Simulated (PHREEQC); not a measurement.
Model water analysis in mg/L, 20 °C, pH 6.66, pe 8.9: Na 0.0507; K 0.000909; Ca 0.0502; Mg 0.0204; Cl 0.0484; S(6) as SO4 0.156; Alkalinity as HCO3 0.124; Pb 0.00127.

Na is adjusted to close the charge balance.
Valence states are taken as typed.

The numbers come from PHREEQC with the ion-association model, phreeqc.dat.

```yaml
ionic_strength: 1.06e-5 mol/kgw
```

| species | molality | activity | log γ |
|---|---|---|---|
| Na+ | 2.43e-6 | 2.42e-6 | -0.002 |
| HCO3- | 2.22e-6 | 2.21e-6 | -0.002 |
| SO4-2 | 1.62e-6 | 1.60e-6 | -0.007 |
| Cl- | 1.37e-6 | 1.36e-6 | -0.002 |
| Ca+2 | 1.25e-6 | 1.23e-6 | -0.007 |
| CO2 | 1.17e-6 | 1.17e-6 | 0.000 |
| Mg+2 | 8.39e-7 | 8.26e-7 | -0.007 |
| H+ | 2.20e-7 | 2.19e-7 | -0.002 |
| OH- | 3.14e-8 | 3.13e-8 | -0.002 |
| K+ | 2.32e-8 | 2.32e-8 | -0.002 |

No solid was allowed to form.
